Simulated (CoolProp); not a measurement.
Values from CoolProp's reference Helmholtz-energy equation of state, Lemmon 2006. It is a short technical equation, of lower accuracy than the large ones.

Problem. Give the vapour pressure (MPa), liquid density (kg/m³), vapour density (kg/m³), enthalpy of vaporisation (kJ/kg) of saturated C3F8 (R218) at -11.65 °C.

Solution. 
| T (°C) | p (MPa) | liquid density (kg/m³) | vapour density (kg/m³) | enthalpy of vaporisation (kJ/kg) |
|---|---|---|---|---|
| -11.65 | 0.279 | 1510 | 26.9 | 95.1 |
